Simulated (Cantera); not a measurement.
A closed system holds: 1 mol CuO, 0.69 mol CH4, 11 mol N2, equilibrated at 1175 °C and 10.0 mbar.

Method: chemical equilibrium by Gibbs-energy minimisation in Cantera with the NASA 1993 tables (ideal gas, pure condensed phases). Candidate condensed phases: C, C6H6, C7H8, C8H18, Cu, CuO, Cu(OH)2, Cu2O, H2O; 139 gas species. Kinetics and transport are ignored.

Base state: N2 0.841, H2 0.0863, CO 0.0483, H2O 0.0192, CO2 0.00452, Cu 0.000333, H 2.71e-5 (mole fractions); condensed: Cu(l).

Question: What changes in the equilibrium state with this change: CuO replaced by PbO?

Answer: 
```csv
species,before,after
N2,0.841,0.782
H2,0.0863,0.0802
Pb,0,0.0711
H2O,0.0192,0.0178
CO,0.0483,0.0448
Cu,0.000333,0
CO2,0.00452,0.00420
H,2.71e-5,2.62e-5
"Cu(l), mol",0.996,0
```
Further candidate phases: Pb, PbO, PbO2, Pb3O4.
